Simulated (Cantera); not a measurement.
Mixture: C₃H₈ : O₂ : N₂ : H₂O = 1 : 6.85 : 39 : 2.2 (molar parts), at 1.09 atm, adiabatic and at constant volume. Ignition delay is the time to a rise of 400 K.

Detailed kinetics in Cantera: GRI-Mech 3.0 (53 species, 325 reactions). GRI-Mech 3.0 was tuned for natural gas; its chemistry of propane as a main component is partial and can be far from experiment.

**Question.** At T0 = 1675 K, what is the delay, and which 8 reactions control it most (d ln τ / d ln k, from doubling and halving each rate constant)?

**Answer.** The delay is 22.8 µs.
```
reaction                       d ln τ / d ln k   faster rate
-----------------------------  ---------------  ------------
H + O2 <=> O + OH                        -0.42   shortens it
C2H5 + CH3 (+M) <=> C3H8 (+M)            -0.35   shortens it
C3H8 + H <=> C3H7 + H2                    0.17  lengthens it
CH3 + HO2 <=> CH3O + OH                  -0.13   shortens it
CH3 + OH <=> CH2(S) + H2O                -0.09   shortens it
C3H8 + OH <=> C3H7 + H2O                  0.08  lengthens it
2 CH3 (+M) <=> C2H6 (+M)                  0.08  lengthens it
C2H3 + O2 <=> CH2CHO + O                 -0.08   shortens it
```
